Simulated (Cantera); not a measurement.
Premixed flame

A freely propagating, adiabatic, planar premixed flame of H2 : O2 : N2 = 1 : 0.263 : 1.11 (molar parts), equivalence ratio 1.9, unburnt at 600 K and 1500 Torr; mixture-averaged transport, grid criteria slope 0.08 and curve 0.16, no radiation.

Model: the H2/O2 subset of GRI-Mech 3.0, which has no nitrogen chemistry, integrated in Cantera. Burning velocities carry a grid error of a few per cent, more on coarse grids.

```csv
z (mm),T (K),u (m/s),x H2,x O2,x H2O,x H,x H2O2,x O
-0.561,600,8.68,0.421,0.111,<1e-8,<1e-8,<1e-8,<1e-8
-0.374,600,8.68,0.421,0.111,<1e-8,<1e-8,<1e-8,<1e-8
-0.281,600,8.68,0.421,0.111,<1e-8,<1e-8,<1e-8,<1e-8
-0.187,600,8.68,0.421,0.111,5.34e-7,5.81e-8,<1e-8,<1e-8
-0.0935,630,9.05,0.416,0.111,0.00132,0.000268,6.38e-6,1.43e-5
-0.0468,867,12.2,0.383,0.104,0.0224,0.00724,1.79e-5,0.000329
0,1265,17.3,0.296,0.0706,0.0956,0.0379,4.28e-6,0.00269
0.0468,1549,20.9,0.214,0.0235,0.186,0.0679,1.74e-6,0.00350
0.0935,1680,22.5,0.189,0.00600,0.221,0.0735,1.00e-6,0.00226
0.187,1799,24.0,0.188,0.00108,0.232,0.0645,5.84e-7,0.00144
0.374,1916,25.3,0.196,0.000517,0.236,0.0497,3.20e-7,0.000967
0.748,2024,26.5,0.204,0.000283,0.240,0.0354,1.65e-7,0.000548
1.50,2110,27.4,0.210,0.000135,0.243,0.0237,8.40e-8,0.000266
```
x: mole fraction of selected species; z is measured from the peak of heat release.

| Quantity | Value |
|---|---|
| laminar burning velocity | 868 cm/s |
| thermal thickness | 0.187 mm |
| peak x(H) | 0.0736 |
| peak x(H2O2) | 1.88e-5 |
| peak x(O) | 0.00373 |
| grid points | 120 |
